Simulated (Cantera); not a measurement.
Input: 1 mol CH3SiH3, 0.31 mol HCl, 5.1 mol H2, 0.086 mol CH4, equilibrated at 100 Pa.

These are equilibrium values from Cantera (NASA tables, ideal gas, pure condensed phases), not measurements of a reactor. Candidate condensed phases: C, C6H6, C7H8, C8H18, Si, SiC; 109 gas species. The feed counts by its element totals alone. The tables' values for SiCl are old estimates; treat these amounts as uncertain. Gases not in the tables: Si2H6 and higher silanes. Equilibrium is a limit: real reactors are often held back by kinetics, nucleation or transport.

Problem. At 2100 °C, list the 7 most abundant gas species with their mole fractions, and the condensed phases.

Solution. H2 0.555, H 0.329, Si 0.0702, HCl 0.0186, SiC2 0.0124, Cl 0.00789, C2H2 (acetylene) 0.00342. Condensed: C(graphite).
